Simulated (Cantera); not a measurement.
## Thermodynamics of iron carbonyl, mercury and lead vapours, feed PbO + N2

Feed: 1 mol PbO, 0.17 mol N2, held at 598 K and 0.113 Torr.

Cantera equilibrium calculation (NASA polynomials, part measured and part estimated; ideal gas, pure solids and liquids). Candidate condensed phases: Pb, PbO, PbO2, Pb3O4; 12 gas species. The numbers say what is thermodynamically allowed, not how fast it happens.

```
Property                                 Result
-----------------------------------  ----------
x(N2)                                      1.00
n(PbO(red))                            1.00 mol
gas amount                           0.1700 mol
log10 activity of Pb(s) (absent)          -5.87
log10 activity of Pb3O4(s) (absent)       -7.43
log10 activity of PbO2(s) (absent)        -8.33
```
